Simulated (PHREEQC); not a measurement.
Solution (25 °C): 0.55 mol/kgw LiBr, 1 mol/kgw SrCl2 and 0.000285 mol/kgw H4SiO4. Closed to the air; pH follows from the charge balance.

Computed with PHREEQC (Pitzer model, pitzer.dat).

This is a speciation only: nothing precipitates in the calculation.

Question: What pH, density does the model give?

Answer: pH 6.12; density 1.157 g/cm³.

In brines, pH and single-ion activities rest on the MacInnes convention.
